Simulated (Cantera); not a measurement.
A perfectly stirred reactor is fed with 0.901 % C2H6, 99.1 % N2, at 0.00197 atm; it is held at 1500 K, and followed from long to short residence time.

Detailed kinetics in Cantera: GRI-Mech 3.0 (53 species, 325 reactions). GRI-Mech 3.0 stops at C3 and has no aromatics, soot or wall deposition, so with more carbon than oxygen in the feed, carbon stays in small species such as C2H2 where larger ones or solid carbon would form. Radical loss at walls, strong at low pressure, is not modelled.

Problem. Predict: x(C2H6) at τ = 11.0 s; x(CH2) at τ = 11.0 s; x(H2) at τ = 11.0 s; x(HCN) at τ = 11.0 s; x(CH4) at τ = 11.0 s; x(C2H6) at τ = 43.0 ms; x(CH2) at τ = 43.0 ms; x(H2) at τ = 43.0 ms; x(HCN) at τ = 43.0 ms; x(CH4) at τ = 43.0 ms.

Solution. 
```json
{
  "x(C2H6) at τ = 11.0 s": "2.12e-5",
  "x(CH2) at τ = 11.0 s": "1.06e-6",
  "x(H2) at τ = 11.0 s": "0.0161",
  "x(HCN) at τ = 11.0 s": "3.65e-5",
  "x(CH4) at τ = 11.0 s": "0.000820",
  "x(C2H6) at τ = 43.0 ms": "0.00314",
  "x(CH2) at τ = 43.0 ms": "5.73e-6",
  "x(H2) at τ = 43.0 ms": "0.00488",
  "x(HCN) at τ = 43.0 ms": "1.76e-6",
  "x(CH4) at τ = 43.0 ms": "0.000932"
}
```
